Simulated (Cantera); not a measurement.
Charge: 1 mol FeCl3, 2.9 mol H2, equilibrated at 1.33 mbar.

These are equilibrium values from Cantera (NASA tables, ideal gas, pure condensed phases), not measurements of a reactor. Candidate condensed phases: Fe, FeCl2, FeCl3; 11 gas species. Equilibrium is a limit: real reactors are often held back by kinetics, nucleation or transport.

x: gas mole fraction; n: condensed amount in mol.

| T (°C) | x HCl | x H2 | x FeCl2 | x Fe2Cl4 | x H | x Cl | x Fe | n Fe(α) | n Fe(γ) |
|---|---|---|---|---|---|---|---|---|---|
| 652 | 0.521 | 0.399 | 0.0798 | 0.000391 | 4.50e-9 | 5.67e-9 | <1e-12 | 0.646 | 0 |
| 727 | 0.484 | 0.417 | 0.0986 | 0.000148 | 4.01e-8 | 4.34e-8 | (withheld) | 0.565 | 0 |
| 802 | 0.452 | 0.433 | 0.115 | 6.07e-5 | 2.65e-7 | 2.49e-7 | (withheld) | 0.493 | 0 |
| 877 | 0.424 | 0.447 | 0.129 | 2.70e-5 | 1.37e-6 | 1.14e-6 | (withheld) | 0.433 | 0 |
| 952 | 0.400 | 0.459 | 0.141 | 1.30e-5 | 5.78e-6 | 4.34e-6 | (withheld) | 0 | 0.380 |
| 1027 | 0.380 | 0.469 | 0.151 | 6.75e-6 | 2.08e-5 | 1.42e-5 | (withheld) | 0 | 0.335 |
| 1102 | 0.361 | 0.478 | 0.160 | 3.73e-6 | 6.49e-5 | 4.06e-5 | (withheld) | 0 | 0.295 |
| 1177 | 0.346 | 0.486 | 0.168 | 2.18e-6 | 0.000181 | 0.000105 | (withheld) | 0 | 0.260 |

Question: What belongs in the gaps?

Answer: 
- 727, x Fe: 1.12e-11
- 802, x Fe: 3.38e-10
- 877, x Fe: 6.44e-9
- 952, x Fe: 8.46e-8
- 1027, x Fe: 8.19e-7
- 1102, x Fe: 6.16e-6
- 1177, x Fe: 3.74e-5
